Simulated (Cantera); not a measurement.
Input: 1 mol MgO, 1.3 mol H₂S, 29 mol N₂, held at 0.133 bar.

Method: chemical equilibrium by Gibbs-energy minimisation in Cantera with the NASA 1993 tables (ideal gas, pure condensed phases). Candidate condensed phases: H₂O, H₂SO₄, Mg, MgO, Mg(OH)₂, MgS, MgSO₄, S; 43 gas species. Mutual solubility and eutectic melting of coexisting phases are not modelled. Gases not in the tables: S₃ to S₇. Kinetics and transport are ignored.

x: gas mole fraction; n: condensed amount in mol.

```
T (K)   x N₂    x H₂    x H₂S     x S₂     x H₂O        x SH      x Mg  n MgO(s)  n MgS(s)
-----  -----  ------  -------  -------  --------  ----------  --------  --------  --------
1100   0.950  0.0156   0.0255  0.00778   0.00153  (withheld)    <1e-12     0.953    0.0469
1200   0.947  0.0220   0.0188   0.0110   0.00154  (withheld)  6.19e-12     0.953    0.0472
1300   0.944  0.0277   0.0132   0.0138   0.00139  (withheld)  3.72e-10     0.957    0.0429
1400   0.942  0.0319  0.00898   0.0159   0.00118  (withheld)   1.27e-8     0.964    0.0364
1500   0.940  0.0349  0.00609   0.0173  0.000963  (withheld)   2.73e-7     0.970    0.0299
1600   0.939  0.0368  0.00419   0.0182  0.000777  (withheld)   4.02e-6     0.976    0.0242
1700   0.939  0.0380  0.00294   0.0188  0.000627  (withheld)   4.33e-5     0.980    0.0184
1800   0.937  0.0387  0.00211   0.0191  0.000510  (withheld)  0.000357     0.983   0.00449
```

Task: Complete the blanks.

Result: 
- 1100, x SH: 2.04e-5
- 1200, x SH: 5.68e-5
- 1300, x SH: 0.000127
- 1400, x SH: 0.000239
- 1500, x SH: 0.000398
- 1600, x SH: 0.000609
- 1700, x SH: 0.000871
- 1800, x SH: 0.00119
